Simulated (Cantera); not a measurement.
# TiO2 + CH4 + H2 (carbothermic reduction)

A closed system holds: 1 mol TiO2, a varied amount of CH4, 1.7 mol H2, equilibrated at 2073.15 K and 70.0 Pa.

Equilibrium computed with Cantera from the NASA thermochemical tables; the gas is ideal and each condensed phase is pure. Candidate condensed phases: C, C6H6, C7H8, C8H18, H2O, Ti, TiC, TiO, TiO2, Ti2O3, Ti3O5, Ti4O7; 113 gas species. Mutual solubility and eutectic melting of coexisting phases are not modelled. TiC, TiO: taken at fixed stoichiometry. Condensed phases not in the tables: solid solutions among these carbides, nitrides and lower oxides. Rates play no part.

```json
[
 {"n(CH4) (mol)": "0.66", "x H2": "0.740", "x CO": "0.171", "x H": "0.0856", "x Ti": "0.000183", "x TiO": "0.00306", "n TiO(l)": "0.310", "n Ti2O3(s)": "0.339", "n TiC(s)": "0", "n C(graphite)": "0"},
 {"n(CH4) (mol)": "0.85", "x H2": "0.721", "x CO": "0.191", "x H": "0.0845", "x Ti": "0.000183", "x TiO": "0.00306", "n TiO(l)": "0.688", "n Ti2O3(s)": "0.149", "n TiC(s)": "0", "n C(graphite)": "0"},
 {"n(CH4) (mol)": "1.1", "x H2": "0.704", "x CO": "0.204", "x H": "0.0835", "x Ti": "0.00560", "x TiO": "0.00306", "n TiO(l)": "0.919", "n Ti2O3(s)": "0", "n TiC(s)": "0.0354", "n C(graphite)": "0"},
 {"n(CH4) (mol)": "1.4", "x H2": "0.706", "x CO": "0.202", "x H": "0.0836", "x Ti": "0.00562", "x TiO": "0.00306", "n TiO(l)": "0.765", "n Ti2O3(s)": "0", "n TiC(s)": "0.183", "n C(graphite)": "0"},
 {"n(CH4) (mol)": "1.8", "x H2": "0.707", "x CO": "0.201", "x H": "0.0837", "x Ti": "0.00564", "x TiO": "0.00306", "n TiO(l)": "0.558", "n Ti2O3(s)": "0", "n TiC(s)": "0.380", "n C(graphite)": "0"},
 {"n(CH4) (mol)": "2.3", "x H2": "0.708", "x CO": "0.199", "x H": "0.0837", "x Ti": "0.00566", "x TiO": "0.00306", "n TiO(l)": "0.300", "n Ti2O3(s)": "0", "n TiC(s)": "0.626", "n C(graphite)": "0"},
 {"n(CH4) (mol)": "3", "x H2": "0.718", "x CO": "0.197", "x H": "0.0843", "x Ti": "3.17e-5", "x TiO": "9.55e-8", "n TiO(l)": "0", "n Ti2O3(s)": "0", "n TiC(s)": "1.000", "n C(graphite)": "0"},
 {"n(CH4) (mol)": "3.8", "x H2": "0.744", "x CO": "0.169", "x H": "0.0858", "x Ti": "4.27e-6", "x TiO": "1.48e-9", "n TiO(l)": "0", "n Ti2O3(s)": "0", "n TiC(s)": "1.000", "n C(graphite)": "0.778"}
]
```
x: gas mole fraction; n: condensed amount in mol.

From 0.66 mol CH4 to 0.85 mol CH4 the condensed part is TiO(l) + Ti2O3(s). From 1.1 mol CH4 to 2.3 mol CH4 the condensed part is TiC(s) + TiO(l). At 3 mol CH4 the condensed part is TiC(s). At 3.8 mol CH4 the condensed part is C(graphite) + TiC(s). The main Ti-bearing gas is TiO at 0.66 mol CH4 and Ti at 3.8 mol CH4.
